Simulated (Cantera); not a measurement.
Feed: 1 mol Si, 1.7 mol Cl₂, 3.6 mol H₂, at 16000 Pa.

These are equilibrium values from Cantera (NASA tables, ideal gas, pure condensed phases), not measurements of a reactor. Candidate condensed phases: Si; 19 gas species. The tables' values for SiCl₃ are old estimates; treat these amounts as uncertain. The numbers say what is thermodynamically allowed, not how fast it happens. All values below are at 700 °C.

Base state: H₂ 0.784, SiCl₄ 0.153, SiHCl₃ 0.0452, HCl 0.0149, SiCl₃ 0.00155, SiH₂Cl₂ 0.00140, SiCl₂ 0.000454, SiH₃Cl 1.09e-5 (mole fractions); condensed: Si(s).

Question: What changes in the equilibrium state with this change: Cl₂ from 1.7 to 0.72 mol?

Answer: 
```tsv
species	before	after
H₂	0.784	0.892
SiCl₄	0.153	0.0672
SiHCl₃	0.0452	0.0260
HCl	0.0149	0.0129
SiCl₃	0.00155	0.000839
SiCl₂	0.000454	0.000301
SiH₂Cl₂	0.00140	0.00105
SiH₃Cl	1.09e-5	1.08e-5
Si(s), mol	0.111	0.624
```
